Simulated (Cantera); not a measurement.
Feed: 1 mol Si, 0.14 mol HCl, 2.9 mol O2, equilibrated at 1330 Pa.

These are equilibrium values from Cantera (NASA tables, ideal gas, pure condensed phases), not measurements of a reactor. Candidate condensed phases: H2O, Si, SiO2; 30 gas species. The tables hold silica as quartz up to 1696 K and as liquid above; real silica turns to tridymite and cristobalite and melts near 1996 K. The numbers say what is thermodynamically allowed, not how fast it happens.

x: gas mole fraction; n: condensed amount in mol.

| T (K) | x O2 | x HCl | x Cl | x H2O | x Cl2 | x OH | n SiO2(α-quartz) | n SiO2(β-quartz) | n SiO2(condensed) |
|---|---|---|---|---|---|---|---|---|---|
| 723 | 0.931 | 0.0277 | 1.62e-6 | 0.0208 | 0.0208 | 1.27e-10 | 1.00 | 0 | 0 |
| 823 | 0.931 | 0.0378 | 1.71e-5 | 0.0157 | 0.0157 | 2.92e-9 | 1.00 | 0 | 0 |
| 923 | 0.931 | 0.0453 | 0.000105 | 0.0119 | 0.0118 | 3.31e-8 | 0 | 1.00 | 0 |
| 1023 | 0.931 | 0.0506 | 0.000446 | 0.00918 | 0.00895 | 2.31e-7 | 0 | 1.00 | 0 |
| 1123 | 0.930 | 0.0539 | 0.00142 | 0.00746 | 0.00674 | 1.14e-6 | 0 | 1.00 | 0 |
| 1223 | 0.929 | 0.0555 | 0.00359 | 0.00660 | 0.00480 | 4.46e-6 | 0 | 1.00 | 0 |
| 1323 | 0.928 | 0.0553 | [?] | 0.00665 | [?] | [?] | 0 | 1.00 | 0 |
| 1423 | 0.925 | 0.0532 | 0.0120 | 0.00763 | 0.00166 | 4.55e-5 | 0 | 1.00 | 0 |
| 1523 | 0.923 | 0.0495 | 0.0171 | 0.00936 | 0.000843 | 0.000124 | 0 | 1.00 | 0 |
| 1623 | 0.920 | [?] | [?] | [?] | [?] | [?] | 0 | 1.00 | 0 |
| 1723 | 0.917 | 0.0401 | 0.0276 | 0.0137 | 0.000217 | 0.000668 | 0 | 0 | 1.00 |

Question: Fill in the missing entries.

Answer: 
- 1323, x Cl: 0.00723
- 1323, x Cl2: 0.00303
- 1323, x OH: 1.50e-5
- 1623, x HCl: 0.0450
- 1623, x Cl: 0.0224
- 1623, x H2O: 0.0115
- 1623, x Cl2: 0.000422
- 1623, x OH: 0.000304
